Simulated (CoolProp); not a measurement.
Vapour-liquid equilibrium of R143a (1) + R152A (2) at 241.3 K; x and y are mole fractions of (1).

The numbers come from the multi-fluid Helmholtz-energy mixture model, Lemmon and Jacobsen 2000 and Outcalt 1996; pair parameters Bell 2016 in CoolProp.

Problem. Give the bubble pressure and the first vapour's composition at x = 0.45, 0.65, 0.75. Is there an azeotrope?

Solution. x = 0.45: 0.1366 MPa, y = 0.689; x = 0.65: 0.1601 MPa, y = 0.819; x = 0.75: 0.1714 MPa, y = 0.875. No azeotrope shows between x = 0.05 and 0.95.

The pair parameters rest on a limited set of measurements; away from them the model extrapolates.
